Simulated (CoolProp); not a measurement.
Vapour-liquid equilibrium of R125 (1) + cyclopropane (2) at 1.39 MPa; x and y are mole fractions of (1).

Values from CoolProp's multi-fluid Helmholtz-energy mixture model, Lemmon 2005 and Polt 1992; pair parameters Bell 2016. This equation is an older, rougher fit; its heat capacities, sound speeds and derivatives of the liquid may be far off and weren't checked against measurements.

Give the bubble temperature and the first vapour's composition at x = 0.125, 0.8, 0.95. Is there an azeotrope?

x = 0.125: 310.9 K, y = 0.310; x = 0.8: 297.0 K, y = 0.798; x = 0.95: 297.8 K, y = 0.940. y crosses x between x = 0.725 and 0.8: the model has an azeotrope there.

The pair parameters rest on a limited set of measurements; away from them the model extrapolates.
